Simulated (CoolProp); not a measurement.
Isopentane at several states: density (kg/m³) from the reference equation and from simpler models built on Tc = 460.3 K, pc = 3.378 MPa, ω = 0.227; each cubic takes its own stable root.

The numbers come from the reference Helmholtz-energy equation of state, Lemmon 2006 in CoolProp. It is a short technical equation, of lower accuracy than the large ones.

```tsv
T (K)	p (MPa)	phase	reference	van der Waals	Redlich-Kwong	Soave-Redlich-Kwong	Peng-Robinson
385.3	0.736	gas	___	18.61	19.21	19.43	___
268.1	0.0184	gas	0.6025	0.5989	0.6005	0.6010	0.6012
175	2.76	liquid	___	446.4	662.8	___	___
317.2	0.273	liquid	595.2	___	___	___	624.4
```

Some entries are withheld; supply them.


- 385.3, reference: 19.61
- 385.3, Peng-Robinson: 19.65
- 175, reference: 731.4
- 175, Soave-Redlich-Kwong: 667.8
- 175, Peng-Robinson: 748.4
- 317.2, van der Waals: 7.950
- 317.2, Redlich-Kwong: 533.1
- 317.2, Soave-Redlich-Kwong: 551.7

At some of these states van der Waals gives the other phase, because its saturation line lies elsewhere.
